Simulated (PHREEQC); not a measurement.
Dissolve 0.24 mol HCl, 0.00026 mol Li2SO4 and 0.11 mol MnSO4 per kg of water at 25 °C. Closed to the air; pH follows from the charge balance.

Model: ion-association model, wateq4f.dat, run in PHREEQC.

No solid was allowed to form.

Question: Order these Cl species by the share of Cl that they hold, largest first: MnCl+, Cl-, MnCl2.

Answer: Cl- (92 %), MnCl+ (7.2 %), MnCl2 (0.57 %)

Question: Order these Mn species by the share of Mn that they hold, largest first: MnCl+, MnCl2, Mn+2, MnSO4.

Answer: Mn+2 (71 %), MnCl+ (16 %), MnSO4 (13 %), MnCl2 (0.62 %)

The pH is 0.90 and the ionic strength 0.435 mol/kgw. Complexes and solids missing from the database can't appear.
